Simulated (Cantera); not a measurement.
Cantera run:

```python
import numpy as np
import cantera as ct

gas_names = [...]  # 87 gases of nasa_gas.yaml made of C, H, Si
cond_names = """
    C(gr) C6H6(L) C7H8(L) C8H18(L),n-octa Si(cr) Si(L) SiC(b)
""".split()


# ... load() reads the species with a 1 bar reference pressure and builds the phases ...
atoms = {
    'Si(CH3)4': {'Si': 1, 'C': 4, 'H': 12},
    'C2H2': {'C': 2, 'H': 2},
    'H2': {'H': 2},
}
top_T = {'C(gr)': 4500, 'SiC(b)': 3050}  # K; cautious upper limits of use, not melting points


# ... equilibrate(T, P, feed) seeds the gas with the atoms and calls Mixture.equilibrate('TP', solver="vcs", rtol=1e-11, max_steps=5000) ...
results = []
feed = {'Si(CH3)4': 1, 'C2H2': 0.17, 'H2': 4.6}  # mol
P = 1333.22  # Pa
for T in [1625, 1725, 1825, 1925, 2025, 2125, 2225, 2325]:
    mix = equilibrate(T, P, feed)
    results.append((T, P, feed, dict(zip(mix.species_names, mix.species_moles))))

top = {s: max(r[3][s] / sum(r[3][g] for g in gas_names) for r in results) for s in gas_names}
cols = sorted((s for s in top if top[s] > 0.001), key=lambda s: -top[s])[:7]
seen = [c for c in cond_names if any(r[3].get(c, 0) > 1e-12 for r in results)]
print("log10 of partial pressures in bar; condensed amounts in mol")
print(f"{'T/K':>10s}" + "".join(f"{s[:9]:>10s}" for s in cols + seen))
for T, P, feed, n in results:
    ng = sum(n[g] for g in gas_names)
    print(f"{T:10.4g}" + "".join(f"{np.log10(max(n[s] / ng * P / 1e5, 1e-99)):10.3f}" for s in cols)
          + "".join(f"{n.get(c, 0):10.4g}" for c in seen))
```

It prints:

```
log10 of partial pressures in bar; condensed amounts in mol
       T/K        H2         H        Si C2H2,acet      SiC2      Si2C     C(gr)    SiC(b)
      1625    -1.875    -5.089    -8.730    -6.324   -11.060   -11.155     3.339         1
      1725    -1.876    -4.669    -7.767    -5.911    -9.802    -9.922     3.338         1
      1825    -1.877    -4.295    -6.911    -5.545    -8.685    -8.828     3.335    0.9999
      1925    -1.879    -3.959    -6.146    -5.218    -7.687    -7.851     3.331    0.9993
      2025    -1.883    -3.657    -5.456    -4.926    -6.789    -6.973     3.324    0.9966
      2125    -1.890    -3.385    -4.833    -4.666    -5.978    -6.180     3.317    0.9851
      2225    -1.903    -3.140    -4.266    -4.436    -5.242    -5.461     3.324    0.9415
      2325    -1.926    -2.922    -3.748    -4.237    -4.571    -4.805     3.391    0.7886
```

Equilibrium computed with Cantera from the NASA thermochemical tables; the gas is ideal and each condensed phase is pure. Gases not in the tables: Si2H6 and higher silanes.
